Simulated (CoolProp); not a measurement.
Carbon dioxide along the isobar 5940 kPa: fugacity coefficient from the reference equation and from simpler models built on Tc = 31.0 °C, pc = 7377 kPa, ω = 0.224; each cubic takes its own stable root.

Values from CoolProp's reference Helmholtz-energy equation of state, Span 1996.

```csv
T (°C),phase,reference,van der Waals,Peng-Robinson
-20.05,liquid,0.2988,…,0.2955
-9.85,liquid,0.3839,0.5554,0.3795
0.25,liquid,0.4781,0.6237,0.4720
10.45,liquid,…,0.6920,0.5719
20.65,liquid,0.6872,0.7370,0.6728
30.85,gas,0.7305,0.7603,0.7129
41.05,gas,0.7605,…,…
51.15,gas,0.7856,…,…
```

Question: Some entries are withheld; supply them.

Answer: 
- -20.05, van der Waals: 0.4874
- 10.45, reference: 0.5809
- 41.05, van der Waals: 0.7802
- 41.05, Peng-Robinson: 0.7423
- 51.15, van der Waals: 0.7976
- 51.15, Peng-Robinson: 0.7674

At some of these states van der Waals gives the other phase, because its saturation line lies elsewhere.
